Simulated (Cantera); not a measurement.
Input (Python, Cantera) and output of one run.

```python
import numpy as np
import cantera as ct

gas_names = [...]  # 118 gases of nasa_gas.yaml made of C, Cl, F, H
cond_names = """
    C(gr) C6H6(L) C7H8(L) C8H18(L),n-octa
""".split()


# ... load() reads the species with a 1 bar reference pressure and builds the phases ...
atoms = {
    'CF4': {'C': 1, 'F': 4},
    'HCl': {'H': 1, 'CL': 1},
    'H2': {'H': 2},
}
top_T = {'C(gr)': 4500}  # K; cautious upper limits of use, not melting points


# ... equilibrate(T, P, feed) seeds the gas with the atoms and calls Mixture.equilibrate('TP', solver="vcs", rtol=1e-11, max_steps=5000) ...
results = []
feed = {'CF4': 1, 'HCl': 0.073, 'H2': 0.67}  # mol
T = 1175  # K
P = 35  # Pa
mix = equilibrate(T, P, feed)
results.append((T, P, feed, dict(zip(mix.species_names, mix.species_moles))))
x = sorted(zip(gas.X, gas.species_names), reverse=True)
print(f"T = {T:g} K  P = {P:g} Pa  gas = {mix.phase_moles(0):.4g} mol")
print("   x: " + "  ".join(f"{s} {v:.3e}" for v, s in x if v > 0.001))
print("   condensed (mol): " + ("  ".join(f"{mix.phase(i).name} {mix.phase_moles(i):.4g}"
      for i in range(1, mix.n_phases) if mix.phase_moles(i) > 1e-12) or "none"))
```

Output:

```
T = 1175 K  P = 35 Pa  gas = 2.096 mol
   x: HF 6.546e-01  CF4 3.131e-01  HCL 1.951e-02  CL 9.763e-03  CL2 2.545e-03
   condensed (mol): C(gr) 0.3428
```

Method: chemical equilibrium by Gibbs-energy minimisation in Cantera with the NASA 1993 tables (ideal gas, pure condensed phases). Gases not in the tables: C2F6 and larger saturated fluorocarbons.
